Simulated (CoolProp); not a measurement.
Vapour-liquid equilibrium of R143a (1) + R1234yf (2) at 349 kPa; x and y are mole fractions of (1).

The numbers come from the multi-fluid Helmholtz-energy mixture model, Lemmon and Jacobsen 2000 and Lemmon 2022; pair parameters Bell 2016 in CoolProp.

| x | bubble temperature (°C) | y at the bubble point | dew temperature at overall composition x (°C) | liquid density (mol/L) |
|---|---|---|---|---|
| 0.05 | 1.4 | 0.092 | 2.1 | 10.35 |
| 0.125 | -0.7 | 0.215 | 0.8 | 10.53 |
| 0.2 | -2.7 | 0.322 | -0.5 | 10.72 |
| 0.275 | -4.5 | 0.418 | -1.8 | 10.90 |
| 0.35 | -6.2 | 0.503 | -3.2 | 11.08 |
| 0.425 | -7.8 | 0.579 | -4.7 | 11.27 |
| 0.5 | -9.2 | 0.649 | -6.2 | 11.46 |
| 0.575 | … | … | -7.7 | 11.66 |
| 0.65 | -11.9 | 0.772 | -9.3 | 11.86 |
| 0.725 | -13.1 | 0.826 | -10.9 | 12.06 |
| 0.8 | -14.3 | 0.878 | -12.5 | 12.27 |
| 0.875 | -15.4 | … | -14.3 | 12.48 |
| 0.95 | -16.5 | 0.971 | … | 12.70 |

Complete the blanks.


- 0.575, bubble temperature (°C): -10.6
- 0.575, y at the bubble point: 0.713
- 0.875, y at the bubble point: 0.926
- 0.95, dew temperature at overall composition x (°C): -16.0

No azeotrope shows between x = 0.05 and 0.95.

Pair parameters are fitted to limited data, so mixtures are less certain than the pure fluids.
